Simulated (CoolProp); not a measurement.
Values from CoolProp's reference Helmholtz-energy equation of state, Zhou 2011.

Give the vapour pressure (MPa), liquid density (kg/m³), surface tension (mN/m) of saturated dimethyl carbonate at 92.15, 108.15, 124.05 °C.


```tsv
T (°C)	p (MPa)	liquid density (kg/m³)	surface tension (mN/m)
92.15	0.108	971	18.7
108.15	0.174	948	16.6
124.05	0.268	924	14.5
```

Surface tension comes from a separate correlation (Mulero 2014).
